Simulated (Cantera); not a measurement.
Feed: 1 mol trisilylamine, 1 mol N₂, at 1.00 Torr.

Method: chemical equilibrium by Gibbs-energy minimisation in Cantera with the NASA 1993 tables (ideal gas, pure condensed phases). Candidate condensed phases: Si, Si₃N₄; 18 gas species. The feed counts by its element totals alone. Mutual solubility and eutectic melting of coexisting phases are not modelled. Gases not in the tables: Si₂H₆ and higher silanes. Kinetics and transport are ignored.

Which condensed phases are stable at each of these points (T (°C)): 477, 577, 677, 777, 877, 977, 1077, 1177, 1277, 1377, 1477, 1577, 1677?


| T (°C) | condensed phases | Si condensed (%) |
|---|---|---|
| 477 | Si(s) + Si₃N₄(s) | 100.0 |
| 577 | Si(s) + Si₃N₄(s) | 100.0 |
| 677 | Si(s) + Si₃N₄(s) | 100.0 |
| 777 | Si(s) + Si₃N₄(s) | 100.0 |
| 877 | Si(s) + Si₃N₄(s) | 100.0 |
| 977 | Si(s) + Si₃N₄(s) | 100.0 |
| 1077 | Si(s) + Si₃N₄(s) | 100.0 |
| 1177 | Si(s) + Si₃N₄(s) | 100.0 |
| 1277 | Si(s) + Si₃N₄(s) | 100.0 |
| 1377 | Si(s) | 100.0 |
| 1477 | Si(l) | 99.7 |
| 1577 | Si(l) | 98.9 |
| 1677 | Si(l) | 96.0 |

From 477 °C to 1277 °C the condensed part is Si(s) + Si₃N₄(s). At 1377 °C the condensed part is Si(s). From 1477 °C to 1677 °C the condensed part is Si(l).
